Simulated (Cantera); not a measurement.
Input (Python, Cantera) and output of one run.

```python
import numpy as np
import cantera as ct

gas_names = """
    C CH CH2 CH3 CH2OH CH3O CH4 CH3OH CN CO CO2 COOH C2 C2H CHCO,ketyl C2H2,acetylene C2H2,vinylidene
    CH2CO,ketene C2H3,vinyl CH3CN CH3CO,acetyl C2H4 C2H4O,ethylen CH3CHO,ethanal CH3COOH (HCOOH)2 C2H5
    C2H6 CH3OCH3 C2H5OH CCN CNC C2N2 C2O C3 C3H3,propargyl C3H4,allene C3H4,propyne C3H4,cyclo-
    C3H5,allyl C3H6,propylene C3H6,cyclo- C3H6O C3H7,n-propyl C3H7,i-propyl C3H8 C3H8O,1propanol
    C3H8O,2propanol C3O2 C4 C4H2 C4H4,1,3-cyclo- C4H6,butadiene C4H6,2-butyne C4H6,cyclo- C4H8,1-butene
    C4H8,cis2-buten C4H8,tr2-butene C4H8,isobutene C4H8,cyclo- (CH3COOH)2 C4H9,n-butyl C4H9,i-butyl
    C4H9,s-butyl C4H9,t-butyl C4H10,isobutane C4H10,n-butane C4N2 C5 C5H6,1,3cyclo- C5H8,cyclo-
    C5H10,1-pentene C5H10,cyclo- C5H11,pentyl C5H11,t-pentyl C5H12,n-pentane C5H12,i-pentane
    CH3C(CH3)2CH3 C6H2 C6H5,phenyl C6H5O,phenoxy C6H6 C6H5OH,phenol C6H10,cyclo- C6H12,1-hexene
    C6H12,cyclo- C6H13,n-hexyl C7H7,benzyl C7H8 C7H8O,cresol C7H14,1-heptene C7H15,n-heptyl
    C7H16,n-heptane C8H8,styrene C8H10,ethylbenz C8H16,1-octene C8H17,n-octyl C8H18,isooctane
    C8H18,n-octane C9H19,n-nonyl C10H8,naphthale C10H21,n-decyl C12H9,o-bipheny C12H10,bipheny H HCN HCO
    HCCN HNC HNCO HNO HNO2 HNO3 HO2 H2 HCHO,formaldehy HCOOH H2O H2O2 N NCO NH NH2 NH3 NH2OH NO NO2 NO3
    N2 N2H2 N2H4 N2O O OH O2 O3
""".split()
cond_names = """
    C(gr) C6H6(L) C7H8(L) C8H18(L),n-octa H2O(s) H2O(L)
""".split()


def load(file, names, dense=False):
    # The tables refer to 1 bar. Condensed volumes are neglected.
    table = {s.name: s for s in ct.Species.list_from_file(file)}
    out = []
    for n in names:
        d = dict(table[n].input_data)
        d["thermo"] = dict(d["thermo"], **{"reference-pressure": 1e5})
        if dense:
            d["equation-of-state"] = {"model": "constant-volume", "density": "1e6 g/cm^3"}
        out.append(ct.Species.from_dict(d))
    return out


gas = ct.Solution(thermo="ideal-gas", species=load("nasa_gas.yaml", gas_names))
cond = {s.name: ct.Solution(thermo="fixed-stoichiometry", species=[s], name=s.name)
        for s in load("nasa_condensed.yaml", cond_names, dense=True)}
atoms = {
    'C3H6': {'C': 3, 'H': 6},
    'CO2': {'C': 1, 'O': 2},
    'N2': {'N': 2},
}
top_T = {'C(gr)': 4500}  # K; cautious upper limits of use, not melting points


def equilibrate(T, P, feed):
    n = {}
    for name, mol in feed.items():
        for a, k in atoms[name].items():
            n[a] = n.get(a, 0.0) + k * mol
    gas.TPX = T, P, n
    mass = sum(n.values()) * gas.mean_molecular_weight
    gas.equilibrate("TP")
    valid = [c for c in cond.values() if c.min_temp <= T <= top_T.get(c.name, c.max_temp)]
    mix = ct.Mixture([(gas, mass / gas.mean_molecular_weight)] + [(c, 0.0) for c in valid])
    mix.T, mix.P = T, P
    mix.equilibrate("TP", solver="vcs", rtol=1e-11, max_steps=5000)
    return mix


results = []
feed = {'C3H6': 1, 'CO2': 1.4, 'N2': 17}  # mol
T = 975  # K
P = 36  # Pa
mix = equilibrate(T, P, feed)
results.append((T, P, feed, dict(zip(mix.species_names, mix.species_moles))))
print(gas.report(threshold=1e-05))
for i in range(1, mix.n_phases):
    print(f"{mix.phase(i).name:16s} {mix.phase_moles(i):12.5e} mol")
```

Output:

```
       temperature   975 K
          pressure   36 Pa
           density   0.00010921 kg/m^3
  mean mol. weight   24.593 kg/kmol
   phase of matter   gas

                          1 kg             1 kmol
                     ---------------   ---------------
          enthalpy        2.8487e+05        7.0058e+06  J
   internal energy            -44759       -1.1008e+06  J
           entropy             11877         2.921e+05  J/K
    Gibbs function       -1.1296e+07       -2.7779e+08  J
 heat capacity c_p            1313.6             32304  J/K
 heat capacity c_v            975.47             23990  J/K

                      mass frac. Y      mole frac. X     chem. pot. / RT
                     ---------------   ---------------   ---------------
                CO           0.13986           0.12279           -49.196
                H2          0.010786           0.13157           -27.401
                N2           0.84934           0.74562            -33.02
     [ +133 minor]        1.3595e-05        1.0603e-05

C(gr)             1.60016e+00 mol
```

These are equilibrium values from Cantera (NASA tables, ideal gas, pure condensed phases), not measurements of a reactor.
